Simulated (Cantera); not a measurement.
An isothermal, constant-pressure homogeneous reactor starts with H2 : O2 : N2 = 0.8 : 1 : 1.5 (molar parts), equivalence ratio 0.40, at 1350 K and 0.610 bar.

Model: the H2/O2 subset of GRI-Mech 3.0, which has no nitrogen chemistry, integrated in Cantera. The temperature is held fixed by assumption; the heat of reaction is taken as removed at once.

x: mole fraction; the columns are a selection and need not sum to one.

| t (s) | x H2 | x O2 | x H2O2 | x O | x HO2 | x H2O |
|---|---|---|---|---|---|---|
| 4.00e-5 | 0.0171 | 0.200 | … | 0.0216 | 0.000120 | 0.225 |
| 0.000111 | 0.00187 | 0.206 | … | 0.00180 | 6.95e-5 | 0.271 |
| 0.000306 | 0.000185 | 0.207 | … | 0.000169 | 1.41e-5 | 0.275 |
| 0.000846 | 2.38e-5 | 0.207 | … | 2.70e-5 | 2.66e-6 | 0.276 |
| 0.00234 | 4.40e-6 | 0.207 | … | 6.30e-6 | 6.50e-7 | 0.276 |
| 0.00647 | 1.14e-6 | 0.207 | … | 1.84e-6 | 2.10e-7 | 0.276 |
| 0.0179 | 3.81e-7 | 0.207 | … | 6.38e-7 | 1.04e-7 | 0.276 |
| 0.0495 | 1.89e-7 | 0.207 | … | 3.03e-7 | 8.64e-8 | 0.276 |
| 0.137 | 1.60e-7 | 0.207 | 7.80e-9 | 2.48e-7 | 8.58e-8 | 0.276 |
| 0.378 | 1.60e-7 | 0.207 | 7.77e-9 | 2.47e-7 | 8.58e-8 | 0.276 |
| 1.05 | 1.60e-7 | 0.207 | 7.77e-9 | 2.47e-7 | 8.58e-8 | 0.276 |
| 2.89 | 1.60e-7 | 0.207 | 7.77e-9 | 2.47e-7 | 8.58e-8 | 0.276 |
| 8.00 | 1.60e-7 | 0.207 | 7.77e-9 | 2.47e-7 | 8.58e-8 | 0.276 |

### Question
Some entries are withheld; supply them.

### Answer

- 4.00e-5, x H2O2: 9.71e-6
- 0.000111, x H2O2: 4.57e-6
- 0.000306, x H2O2: 1.27e-6
- 0.000846, x H2O2: 3.85e-7
- 0.00234, x H2O2: 1.27e-7
- 0.00647, x H2O2: 4.52e-8
- 0.0179, x H2O2: 1.77e-8
- 0.0495, x H2O2: 9.24e-9
